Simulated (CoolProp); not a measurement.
Vapour-liquid equilibrium of R125 (1) + R152A (2) at 202 K; x and y are mole fractions of (1).

Model: multi-fluid Helmholtz-energy mixture model, Lemmon 2005 and Outcalt 1996; pair parameters Bell 2016, in CoolProp.

```tsv
x	bubble pressure, mixture model (kPa)	bubble pressure, Raoult's law (kPa)	y, mixture model	y, Raoult's law
0.05	(withheld)	8.090	0.180	0.173
0.15	10.23	10.18	(withheld)	0.412
0.25	(withheld)	12.28	0.556	0.570
0.35	14.00	14.37	0.663	0.681
0.45	(withheld)	16.46	0.748	0.765
0.55	17.90	18.56	0.817	0.829
0.65	20.00	20.65	(withheld)	0.881
0.75	22.22	22.74	0.922	0.923
0.85	(withheld)	24.83	0.959	0.957
0.95	(withheld)	26.93	(withheld)	0.987
```

Complete the blanks.


- 0.05, bubble pressure, mixture model (kPa): 8.176
- 0.15, y, mixture model: 0.409
- 0.25, bubble pressure, mixture model (kPa): 12.14
- 0.45, bubble pressure, mixture model (kPa): 15.91
- 0.65, y, mixture model: 0.875
- 0.85, bubble pressure, mixture model (kPa): 24.52
- 0.95, bubble pressure, mixture model (kPa): 26.84
- 0.95, y, mixture model: 0.988

The largest gap from Raoult's law is -3.6 % in bubble pressure, at x = 0.55. No azeotrope shows between x = 0.05 and 0.95.

The pair parameters rest on a limited set of measurements; away from them the model extrapolates. The gap from Raoult's law changes sign with composition, which may be real or a fault of the pair parameters; it wasn't checked against measurements.
